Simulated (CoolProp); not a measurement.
Properties of chlorine along the isotherm -33.25 °C.

The numbers come from the reference Helmholtz-energy equation of state, Thol 2021 in CoolProp.

```
p (MPa)   phase        Z  cp (kJ/(kg K))
-------  ------  -------  --------------
1.25     liquid      ___             ___
2.5      liquid  0.05676          0.9379
3.75     liquid      ___          0.9364
5        liquid   0.1132          0.9349
6.25     liquid   0.1414          0.9335
7.5      liquid   0.1694             ___
8.75     liquid   0.1974             ___
10       liquid   0.2253          0.9294
11.2     liquid   0.2521          0.9282
12.5     liquid      ___             ___
13.8     liquid   0.3098          0.9257
15       liquid   0.3363             ___
16.2     liquid   0.3628          0.9234
17.5     liquid   0.3915          0.9223
18.8     liquid   0.4201          0.9211
20       liquid   0.4464          0.9201
```

Question: What belongs in the gaps?

Answer: 
- 1.25, Z: 0.02842
- 1.25, cp (kJ/(kg K)): 0.9395
- 3.75, Z: 0.08503
- 7.5, cp (kJ/(kg K)): 0.9321
- 8.75, cp (kJ/(kg K)): 0.9307
- 12.5, Z: 0.2810
- 12.5, cp (kJ/(kg K)): 0.9269
- 15, cp (kJ/(kg K)): 0.9245
